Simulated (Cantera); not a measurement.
An isothermal, constant-pressure homogeneous reactor starts with 12.7 % C2H6, 87.3 % N2, at 1300 K and 0.0750 atm.

Cantera simulation using GRI-Mech 3.0 (53 species, 325 reactions); the numbers are that mechanism's predictions, not measurements. GRI-Mech 3.0 stops at C3 and has no aromatics, soot or wall deposition, so with more carbon than oxygen in the feed, carbon stays in small species such as C2H2 where larger ones or solid carbon would form.

Question: Predict: x(C2H6) at 200 s; x(C2H4) at 200 s; x(HCN) at 200 s; x(H2) at 200 s.

Answer: 
```json
{
  "x(C2H6) at 200 s": "2.73e-6 (gas-phase equilibrium 1.50e-6)",
  "x(C2H4) at 200 s": "0.00319 (gas-phase equilibrium 0.00215)",
  "x(HCN) at 200 s": "3.21e-9 (gas-phase equilibrium 0.0773)",
  "x(H2) at 200 s": "0.167 (gas-phase equilibrium 0.182)"
}
```
